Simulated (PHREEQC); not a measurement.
PHREEQC input (ion-association model, phreeqc.dat):

```
PHASES
  Fix_H+
    H+ = H+
    -log_k 0
SOLUTION 1
  temp 66
  units mol/kgw
  pH 7 charge
  Cl 0.01
  Na 0.01
END
SELECTED_OUTPUT 1
  -reset false
  -pH true
  -pe true
  -ionic_strength true
  -water true
  -totals Ca Cl F Na
  -molalities H+ Ca+2 Na+ Cl- F- OH- O2 HF HF2- CaOH+
    NaOH NaF
  -equilibrium_phases Fluorite
  -saturation_indices Halite
PRINT
  -reset false
USE solution 1
EQUILIBRIUM_PHASES 1
  Fix_H+ -4 HCl 10
    -force_equality true
  Fluorite 0 0.1
  O2(g) -0.68 10
END
# ... the last block is repeated for the other 12 points of pH, with NaOH or the acid as the point needs
```

Selected output (columns that matter, 13 of 13 rows; pH added in front):

```
pH	mu	Ca	Cl	F	Na	m_H+	m_Ca+2	m_Na+	m_Cl-	m_F-	m_OH-	m_HF	Fluorite	si_Halite
4	0.011177	0.00035624	0.010272	0.00071248	0.01	0.00011074	0.00035624	0.0099975	0.010272	0.00054836	1.4906e-09	0.00016086	0.099644	-5.6892
4.58	0.010971	0.00031478	0.010074	0.00062956	0.01	2.9108e-05	0.00031478	0.0099974	0.010074	0.00058175	5.6614e-09	4.4933e-05	0.099685	-5.6969
5.17	0.010915	0.00030334	0.010019	0.00060669	0.01	7.4804e-06	0.00030334	0.0099973	0.010019	0.00059217	2.202e-08	1.176e-05	0.099697	-5.699
5.75	0.0109	0.00030039	0.010005	0.00060079	0.01	1.9675e-06	0.00030039	0.0099973	0.010005	0.00059496	8.3711e-08	3.1079e-06	0.0997	-5.6996
6.33	0.010897	0.00029962	0.010001	0.00059923	0.01	5.1749e-07	0.00029962	0.0099973	0.010001	0.0005957	3.1825e-07	8.1849e-07	0.0997	-5.6998
6.92	0.010897	0.00029941	0.01	0.00059882	0.010001	1.3301e-07	0.00029941	0.0099982	0.01	0.0005959	1.2381e-06	2.1046e-07	0.099701	-5.6998
7.5	0.0109	0.00029937	0.01	0.00059874	0.010005	3.4987e-08	0.00029937	0.010002	0.01	0.00059597	4.7074e-06	5.5361e-08	0.099701	-5.6996
8.08	0.010913	0.00029939	0.01	0.00059879	0.010018	9.2029e-09	0.00029939	0.010015	0.01	0.00059606	1.7898e-05	1.4563e-08	0.099701	-5.6991
8.67	0.010965	0.00029954	0.01	0.00059908	0.01007	2.3659e-09	0.00029952	0.010067	0.01	0.00059634	6.9649e-05	3.744e-09	0.0997	-5.6971
9.25	0.011163	0.00030009	0.01	0.00060019	0.010265	6.2273e-10	0.00030003	0.010262	0.01	0.00059741	0.00026505	9.8554e-10	0.0997	-5.6895
9.83	0.011914	0.00030218	0.01	0.00060435	0.011011	1.6421e-10	0.00030194	0.011008	0.01	0.00060137	0.0010112	2.5998e-10	0.099698	-5.6619
10.42	0.014909	0.00030985	0.01	0.0006197	0.013985	4.2593e-11	0.00030893	0.013981	0.01	0.00061592	0.0039843	6.7527e-11	0.09969	-5.5686
11	0.026731	0.0003341	0.01	0.00066821	0.025742	1.1496e-11	0.00033069	0.025735	0.01	0.00066128	0.015739	1.8296e-11	0.099666	-5.3351
```

At this temperature some constants are extrapolated from 25 °C, and those without enthalpy data are left unchanged.
